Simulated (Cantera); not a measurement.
**Reactions in the system Cl-H-K-O**

Standard-state values (1 bar) from the NASA 1993 polynomials, evaluated with Cantera. Values are per mole of reaction as written; species without (g) are pure solids or liquids, kept so even where they would boil at 1 bar.

2 H(g) + 2 KCl + O2(g) = 2 Cl(g) + 2 KOH(g)

| T (K) | ΔH° (kJ) | ΔS° (J/K) | ΔG° (kJ) | log10 K |
|---|---|---|---|---|
| 1323 | 112.9 | 89.5 | -5.5 | 0.22 |
| 1398 | 107.8 | 85.7 | -12.0 | 0.45 |
| 1473 | 102.7 | 82.2 | -18.3 | 0.65 |
| 1548 | 97.6 | 78.8 | -24.4 | 0.82 |
| 1623 | 92.6 | 75.6 | -30.2 | 0.97 |
| 1698 | 87.5 | 72.6 | -35.7 | 1.10 |
